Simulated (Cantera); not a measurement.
Cantera run, input and output.

```python
import numpy as np
import cantera as ct

gas = ct.Solution("h2o2.yaml")
gas.TPX = 900, 1333, {'H2': 0.033, 'O2': 1}
reactor = ct.IdealGasConstPressureReactor(gas, energy="off", clone=False)
net = ct.ReactorNet([reactor])
net.rtol, net.atol = 1e-08, 1e-18
show = ['H2', 'O2', 'H2O2', 'HO2', 'O', 'OH', 'H']
times = np.geomspace(1e-05, 70, 9)

steps = ct.SolutionArray(gas, extra=["t"])
rows = []
print(f"{'t/s':>10s}{'T/K':>9s}{'P/Pa':>11s}" + "".join(f"{s:>11s}" for s in show))
for t in times:
    while net.time < t:
        t_next = net.step()
        steps.append(gas.state, t=t_next)
    rows.append([np.interp(t, steps.t, y) for y in (steps.T, steps.P, *steps(*show).X.T)])
    print(f"{t:10.3e}{rows[-1][0]:9.1f}{rows[-1][1]:11.4g}" + "".join(f"{x:11.3e}" for x in rows[-1][2:]))
rate = np.gradient(steps.T, steps.t)
print("integrator steps:", len(steps.t))
if steps.T.max() > steps.T[0] + 200:
    print(f"time of steepest temperature rise: {steps.t[rate.argmax()]:.4e} s")
gas.TPX = 900, 1333, {'H2': 0.033, 'O2': 1}
gas.equilibrate("TP")
print(f"equilibrium (TP): T = {gas.T:.1f} K  " + "  ".join(f"{s} {gas[s].X[0]:.3e}" for s in show))
```

It prints:

```
       t/s      T/K       P/Pa         H2         O2       H2O2        HO2          O         OH          H
 1.000e-05    900.0       1333  3.195e-02  9.681e-01  6.172e-20  1.432e-13  2.490e-15  2.454e-15  1.405e-13
 7.172e-05    900.0       1333  3.195e-02  9.681e-01  3.136e-18  1.031e-12  1.169e-13  1.065e-13  9.182e-13
 5.144e-04    900.0       1333  3.195e-02  9.681e-01  1.634e-16  7.564e-12  4.513e-12  2.691e-12  5.494e-12
 3.689e-03    900.0       1333  3.195e-02  9.681e-01  1.124e-14  1.016e-10  8.109e-10  3.174e-10  4.467e-10
 2.646e-02    900.0       1333  2.116e-03  9.599e-01  1.792e-07  8.647e-06  5.546e-03  9.851e-04  3.541e-03
 1.898e-01    900.0       1333  2.406e-05  9.674e-01  4.055e-08  1.229e-06  1.320e-04  5.385e-05  4.468e-06
 1.361e+00    900.0       1333  7.392e-07  9.675e-01  1.216e-08  9.531e-08  3.671e-06  9.078e-06  2.093e-08
 9.760e+00    900.0       1333  1.083e-08  9.675e-01  2.420e-09  6.394e-09  1.878e-07  2.085e-06  2.433e-10
 7.000e+01    900.0       1333  3.922e-10  9.675e-01  4.611e-10  6.392e-10  1.718e-08  6.270e-07  6.678e-12
integrator steps: 1676
equilibrium (TP): T = 900.0 K  H2 9.203e-13  O2 9.675e-01  H2O2 2.509e-12  HO2 9.591e-11  O 4.617e-11  OH 3.233e-08  H 9.777e-16
```

Model: the H2/O2 subset of GRI-Mech 3.0, which has no nitrogen chemistry, integrated in Cantera. Radical loss at walls, strong at low pressure, is not modelled. Below about 950 K walls govern HO2 and H2O2 in real vessels.
